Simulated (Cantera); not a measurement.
Input: 1 mol PbO, 0.31 mol CH₄, a varied amount of H₂, at 777 °C and 0.000260 bar.

Method: chemical equilibrium by Gibbs-energy minimisation in Cantera with the NASA 1993 tables (ideal gas, pure condensed phases). Candidate condensed phases: C, C₆H₆, C₇H₈, C₈H₁₈, H₂O, Pb, PbO, PbO₂, Pb₃O₄; 113 gas species. The numbers say what is thermodynamically allowed, not how fast it happens.

x: gas mole fraction; n: condensed amount in mol.

| n(H₂) (mol) | x H₂ | x H₂O | x Pb | x CO₂ | x CO | n Pb(l) |
|---|---|---|---|---|---|---|
| 0.16 | 0.222 | 0.366 | 0.179 | 0.154 | 0.0794 | 0.762 |
| 0.34 | ? | ? | 0.179 | ? | 0.0854 | 0.723 |
| 0.71 | 0.391 | 0.275 | 0.179 | 0.0704 | 0.0848 | 0.643 |
| 1.5 | 0.516 | 0.200 | 0.179 | 0.0329 | 0.0719 | 0.470 |
| 3.1 | ? | ? | 0.179 | ? | ? | ? |
| 6.6 | 0.769 | 0.0771 | 0.117 | 0.00383 | 0.0325 | 0 |
| 14 | 0.875 | 0.0423 | 0.0628 | 0.00105 | 0.0184 | 0 |

What belongs in the gaps?


- 0.34, x H₂: 0.290
- 0.34, x H₂O: 0.331
- 0.34, x CO₂: 0.115
- 3.1, x H₂: 0.630
- 3.1, x H₂O: 0.128
- 3.1, x CO₂: 0.0122
- 3.1, x CO: 0.0509
- 3.1, n Pb(l): 0.122
